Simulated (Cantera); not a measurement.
# Thermodynamics of silicon oxide and oxynitride deposition, feed TEOS + NO + N₂

Feed: 1 mol TEOS, 0.15 mol NO, 4.4 mol N₂, equilibrated at 1150 K and 47.0 Pa.

Equilibrium computed with Cantera from the NASA thermochemical tables; the gas is ideal and each condensed phase is pure. Candidate condensed phases: C, C₆H₆, C₇H₈, C₈H₁₈, H₂O, Si, SiC, SiO₂, Si₂N₂O, Si₃N₄; 151 gas species. The feed counts by its element totals alone. Equilibrium is a limit: real reactors are often held back by kinetics, nucleation or transport.

```yaml
x(H₂): 0.567
x(N₂): 0.226
x(CO): 0.207
x(HCN): 1.50e-5
x(CH₄): 3.54e-6
x(H): 2.59e-6
x(H₂O): 2.59e-6
n(C(graphite)): 4.35 mol
n(Si₂N₂O(s)): 0.500 mol
gas_amount: 17.62 mol
log10 activity of Si(s) (absent): -5.27
```
